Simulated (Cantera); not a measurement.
Catalytic combustion on Pt

An isothermal plug-flow reactor at 625 K and 3.30 bar (inlet), inlet velocity 0.11 m/s, active area per volume 1400 1/m; feed CO : O2 : N2 : H2O = 0.0079 : 0.032 : 0.79 : 0.034 (molar parts).

Cantera simulation using Deutschmann's 1995 Pt surface mechanism with GRI-Mech 3.0 gas chemistry; the numbers are that mechanism's predictions, not measurements. Catalytic surfaces can have several steady states; this one follows from the mechanism file's or the stated starting coverage. Mass transfer to the wall is taken as infinitely fast.

```tsv
z (m)	x CO	x O2	x H2O	x CO2	θ free Pt	θ O*	θ OH*	θ CO*
0.00049	0.00886	0.0369	0.0394	0.000281	0.00833	0.00652	0.000918	0.984
0.001	0.00856	0.0368	0.0394	0.000585	0.00852	0.00679	0.000948	0.984
0.0023	0.00772	0.0364	0.0394	0.00143	0.00911	0.00771	0.00104	0.982
0.0049	0.00555	0.0353	0.0394	0.00361	0.0116	0.0121	0.00148	0.975
0.01	0.00165	0.0334	0.0395	0.00753	0.00312	0.989	0.00693	0.000658
0.023	0.00121	0.0332	0.0395	0.00797	0.00222	0.992	0.00586	0.000244
0.049	0.000824	0.0330	0.0395	0.00836	0.00186	0.993	0.00536	0.000116
```
x: gas mole fraction; θ: surface coverage.
